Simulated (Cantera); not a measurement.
Feed: 1 mol B2O3, 3.6 mol N2, 130 mol H2, equilibrated at 1973 K.

These are equilibrium values from Cantera (NASA tables, ideal gas, pure condensed phases), not measurements of a reactor. Candidate condensed phases: B, BN, B2O3, B3O3H3, H2O; 39 gas species. The numbers say what is thermodynamically allowed, not how fast it happens.

x: gas mole fraction; nothing condenses.

```tsv
P (Pa)	x H2	x H	x N2	x HBO	x BO	x HBO2
10	0.834	0.123	0.0250	0.00326	0.00717	0.00289
46	0.897	(withheld)	0.0259	(withheld)	(withheld)	(withheld)
220	0.929	(withheld)	0.0263	(withheld)	(withheld)	0.00392
1000	0.944	0.0131	0.0265	0.00747	0.00155	0.00410
4600	0.951	0.00613	0.0267	0.00805	0.000773	0.00419
22000	0.954	0.00281	0.0267	0.00835	0.000366	0.00424
100000	0.956	0.00132	0.0267	0.00849	0.000174	0.00426
```

Q: Fill in the missing entries.

A: 
- 46, x H: 0.0596
- 46, x HBO: 0.00497
- 46, x BO: 0.00492
- 46, x HBO2: 0.00353
- 220, x H: 0.0277
- 220, x HBO: 0.00648
- 220, x BO: 0.00288
